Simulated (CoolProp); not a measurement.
Values from CoolProp's reference Helmholtz-energy equation of state, Thol 2019.

Problem. For dodecamethylpentasiloxane (MD3M), give the phase and the density (kg/m³), cv (kJ/(kg K)), speed of sound (m/s), Joule-Thomson coefficient (K/MPa) at 483.5 K and 4.99 bar; 517.6 K and 4.99 bar; 551.7 K and 4.99 bar.

Solution. 
- 483.5 K and 4.99 bar: liquid; density 681, cv 1.86, speed of sound 439, Joule-Thomson coefficient -0.112
- 517.6 K and 4.99 bar: liquid; density 638, cv 1.94, speed of sound 356, Joule-Thomson coefficient 0.0594
- 551.7 K and 4.99 bar: liquid; density 588, cv 2.01, speed of sound 269, Joule-Thomson coefficient 0.401
